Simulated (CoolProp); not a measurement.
A single-stage vapour-compression cycle with nitrous oxide: evaporating at 198.15 K (dew point), condensing at 250.15 K (bubble point), superheat 5 K, subcooling 5 K, compressor efficiency 0.7, no pressure losses. Each further row changes one setting.

Values from CoolProp's reference Helmholtz-energy equation of state, Lemmon 2006. It is a short technical equation, of lower accuracy than the large ones.

```json
[
 {"case": "as stated", "cooling COP": "2.04", "pressure ratio": "7.71", "discharge temperature (K)": "368.3", "refrigerating effect (kJ/kg)": "278", "volumetric capacity (kJ/m³)": "1610"},
 {"case": "evaporating temperature 203.15 K", "cooling COP": "…", "pressure ratio": "…", "discharge temperature (K)": "352.7", "refrigerating effect (kJ/kg)": "281", "volumetric capacity (kJ/m³)": "…"},
 {"case": "condensing temperature 245.15 K", "cooling COP": "2.32", "pressure ratio": "…", "discharge temperature (K)": "…", "refrigerating effect (kJ/kg)": "287", "volumetric capacity (kJ/m³)": "1660"},
 {"case": "subcooling 10 K", "cooling COP": "2.11", "pressure ratio": "7.71", "discharge temperature (K)": "368.3", "refrigerating effect (kJ/kg)": "287", "volumetric capacity (kJ/m³)": "1660"},
 {"case": "superheat 15 K", "cooling COP": "1.99", "pressure ratio": "7.71", "discharge temperature (K)": "383.9", "refrigerating effect (kJ/kg)": "286", "volumetric capacity (kJ/m³)": "…"},
 {"case": "compressor efficiency 0.6", "cooling COP": "…", "pressure ratio": "7.71", "discharge temperature (K)": "…", "refrigerating effect (kJ/kg)": "278", "volumetric capacity (kJ/m³)": "1610"}
]
```

What belongs in the gaps?


- evaporating temperature 203.15 K, cooling COP: 2.38
- evaporating temperature 203.15 K, pressure ratio: 6.02
- evaporating temperature 203.15 K, volumetric capacity (kJ/m³): 2040
- condensing temperature 245.15 K, pressure ratio: 6.60
- condensing temperature 245.15 K, discharge temperature (K): 353.9
- superheat 15 K, volumetric capacity (kJ/m³): 1570
- compressor efficiency 0.6, cooling COP: 1.75
- compressor efficiency 0.6, discharge temperature (K): 390.9
